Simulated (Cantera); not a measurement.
Cantera run:

```python
import numpy as np
import cantera as ct

gas_names = [...]  # 47 gases of nasa_gas.yaml made of H, N, O
cond_names = """
    H2O(s) H2O(L)
""".split()


# ... load() reads the species with a 1 bar reference pressure and builds the phases ...
atoms = {
    'N2O': {'N': 2, 'O': 1},
    'H2O': {'H': 2, 'O': 1},
    'O2': {'O': 2},
}
top_T = {}  # K; cautious upper limits of use, not melting points


# ... equilibrate(T, P, feed) seeds the gas with the atoms and calls Mixture.equilibrate('TP', solver="vcs", rtol=1e-11, max_steps=5000) ...
results = []
feed = {'N2O': 1, 'H2O': 0.3, 'O2': 0.53}  # mol
P = 93  # Pa
for T in [2000, 2250, 2500, 2750, 3000, 3250, 3500, 3750, 4000, 4250, 4500, 4750, 5000]:
    mix = equilibrate(T, P, feed)
    results.append((T, P, feed, dict(zip(mix.species_names, mix.species_moles))))

top = {s: max(r[3][s] / sum(r[3][g] for g in gas_names) for r in results) for s in gas_names}
cols = sorted((s for s in top if top[s] > 1e-06), key=lambda s: -top[s])[:5]
seen = [c for c in cond_names if any(r[3].get(c, 0) > 1e-12 for r in results)]
print("log10 of partial pressures in bar; condensed amounts in mol")
print(f"{'T/K':>10s}" + "".join(f"{s[:9]:>10s}" for s in cols + seen))
for T, P, feed, n in results:
    ng = sum(n[g] for g in gas_names)
    print(f"{T:10.4g}" + "".join(f"{np.log10(max(n[s] / ng * P / 1e5, 1e-99)):10.3f}" for s in cols)
          + "".join(f"{n.get(c, 0):10.4g}" for c in seen))
```

Result:

```
log10 of partial pressures in bar; condensed amounts in mol
       T/K         O        O2        N2         N         H
      2000    -4.877    -3.406    -3.409   -10.749    -5.690
      2250    -4.165    -3.464    -3.435    -9.368    -4.720
      2500    -3.661    -3.643    -3.505    -8.287    -4.100
      2750    -3.380    -4.056    -3.587    -7.413    -3.887
      3000    -3.286    -4.680    -3.623    -6.668    -3.857
      3250    -3.265    -5.326    -3.631    -6.025    -3.852
      3500    -3.260    -5.907    -3.635    -5.472    -3.852
      3750    -3.260    -6.418    -3.642    -4.994    -3.853
      4000    -3.264    -6.872    -3.662    -4.582    -3.857
      4250    -3.271    -7.283    -3.704    -4.230    -3.865
      4500    -3.285    -7.662    -3.789    -3.940    -3.879
      4750    -3.304    -8.015    -3.940    -3.718    -3.898
      5000    -3.325    -8.340    -4.181    -3.570    -3.919
```

Method: chemical equilibrium by Gibbs-energy minimisation in Cantera with the NASA 1993 tables (ideal gas, pure condensed phases).
